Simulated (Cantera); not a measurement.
What does this Cantera script print?

```python
import numpy as np
import cantera as ct

gas = ct.Solution("gri30.yaml")


def delay(T, t_max=10):
    gas.TPX = T, 740000, {'CH4': 1, 'O2': 3.03, 'N2': 11.4, 'CO2': 2}
    reactor = ct.IdealGasReactor(gas, clone=False)
    net = ct.ReactorNet([reactor])
    net.rtol, net.atol = 1e-8, 1e-16
    while net.time < t_max:
        t_old, T_old = net.time, reactor.T
        net.step()
        if reactor.T > T + 400:  # ignition: a rise of 400 K
            return t_old + (T + 400 - T_old) / (reactor.T - T_old) * (net.time - t_old)
    return np.nan


taus = []
for T in [1250, 1300, 1350, 1400, 1450, 1500, 1550, 1600]:
    taus.append(delay(T))
    print(f"T0 = {T:6g} K   tau = {taus[-1]:.4e} s")
```

Output:

```
T0 =   1250 K   tau = 3.3155e-03 s
T0 =   1300 K   tau = 1.8607e-03 s
T0 =   1350 K   tau = 1.0722e-03 s
T0 =   1400 K   tau = 6.3290e-04 s
T0 =   1450 K   tau = 3.8215e-04 s
T0 =   1500 K   tau = 2.3585e-04 s
T0 =   1550 K   tau = 1.4878e-04 s
T0 =   1600 K   tau = 9.6002e-05 s
```

Cantera simulation using GRI-Mech 3.0 (53 species, 325 reactions); the numbers are that mechanism's predictions, not measurements.
